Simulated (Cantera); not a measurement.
Feed: 1 mol CuO, 3.4 mol CH4, 0.13 mol H2, 0.021 mol H2O, held at 2.10 bar.

These are equilibrium values from Cantera (NASA tables, ideal gas, pure condensed phases), not measurements of a reactor. Candidate condensed phases: C, C6H6, C7H8, C8H18, Cu, CuO, Cu(OH)2, Cu2O, H2O; 113 gas species. Equilibrium is a limit: real reactors are often held back by kinetics, nucleation or transport.

log p: log10 of the partial pressure in bar; n: condensed amount in mol.

| T (K) | log p H2 | log p CH4 | log p CO | log p H2O | log p CO2 | log p C2H6 | n C(graphite) | n Cu(s) |
|---|---|---|---|---|---|---|---|---|
| 898 | 0.10 | -0.30 | -1.14 | -0.63 | -1.50 | -4.88 | 1.70 | 1.00 |
| 923 | 0.13 | ? | ? | ? | -1.54 | ? | 1.81 | 1.00 |
| 948 | 0.16 | -0.45 | -0.92 | -0.78 | -1.59 | -5.02 | 1.90 | 1.00 |
| 973 | 0.18 | -0.54 | -0.83 | -0.86 | -1.67 | -5.11 | 1.97 | 1.00 |
| 998 | 0.19 | -0.62 | -0.77 | -0.96 | -1.76 | -5.20 | 2.02 | 1.00 |
| 1023 | 0.21 | -0.71 | -0.71 | -1.07 | -1.87 | -5.30 | 2.06 | 1.00 |
| 1048 | 0.22 | ? | -0.67 | ? | ? | ? | 2.09 | 1.00 |
| 1073 | 0.23 | -0.89 | -0.64 | -1.30 | -2.13 | -5.49 | 2.12 | 1.00 |
| 1098 | 0.23 | -0.97 | -0.62 | -1.42 | -2.28 | -5.59 | 2.15 | 1.00 |
| 1123 | 0.24 | -1.06 | -0.60 | -1.55 | -2.43 | -5.68 | 2.18 | 1.00 |
| 1148 | 0.24 | -1.14 | -0.59 | -1.67 | -2.58 | -5.78 | 2.20 | 1.00 |
| 1173 | 0.25 | -1.22 | -0.59 | -1.79 | -2.73 | -5.87 | 2.22 | 1.00 |

Problem. What belongs in the gaps?

Solution. 
- 923, log p CH4: -0.37
- 923, log p CO: -1.02
- 923, log p H2O: -0.70
- 923, log p C2H6: -4.95
- 1048, log p CH4: -0.80
- 1048, log p H2O: -1.18
- 1048, log p CO2: -2.00
- 1048, log p C2H6: -5.39
